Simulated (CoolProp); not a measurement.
n-pentane along the isotherm 346.85 °C: density (kg/m³) from the reference equation and from simpler models built on Tc = 196.5 °C, pc = 3.368 MPa, ω = 0.251; each cubic takes its own stable root.

Values from CoolProp's reference Helmholtz-energy equation of state, Thol 2019.

```
p (MPa)          phase  reference  ideal gas  Redlich-Kwong  Soave-Redlich-Kwong  Peng-Robinson
-------  -------------  ---------  ---------  -------------  -------------------  -------------
1.12               gas      16.37      15.68          16.49                16.33          16.48
2.25               gas      34.41      31.49          34.99                34.19          34.82
3.37     supercritical      53.99      47.17          55.46                53.36          54.81
4.49     supercritical      75.40      62.84          78.31                73.95          76.55
5.61     supercritical      98.70      78.52          103.5                95.76          99.81
6.74     supercritical      124.0      94.33          130.8                118.6          124.3
7.86     supercritical      150.3      110.0          158.2                141.3          148.9
8.98     supercritical      176.8      125.7          184.6                163.5          173.0
10.1     supercritical      202.2      141.4          208.8                184.6          195.9
11.2     supercritical      225.1      156.8          229.9                203.9          217.0
12.3     supercritical      245.6      172.2          248.5                221.5          236.5
13.5     supercritical      265.3      188.9          266.4                239.1          256.0
14.6     supercritical      281.1      204.3          280.8                253.7          272.3
15.7     supercritical      295.1      219.7          293.8                267.1          287.2
16.8     supercritical      307.6      235.1          305.5                279.3          301.0
```
